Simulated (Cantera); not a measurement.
Standard-state values (1 bar) from the NASA 1993 polynomials, evaluated with Cantera. Values are per mole of reaction as written; species without (g) are pure solids or liquids, kept so even where they would boil at 1 bar.

Q: Between 1775 and 1950 K, where is each reaction favourable under standard conditions?
- 2 NO(g) + Ta ⇌ TaO2(g) + N2(g)

A: 
- 2 NO(g) + Ta ⇌ TaO2(g) + N2(g): ΔG° is -385 kJ at 1775 K and -384 kJ at 1950 K; it stays negative (K > 1). ΔH° is -397 kJ and ΔS° -7 J/K at 1950 K.
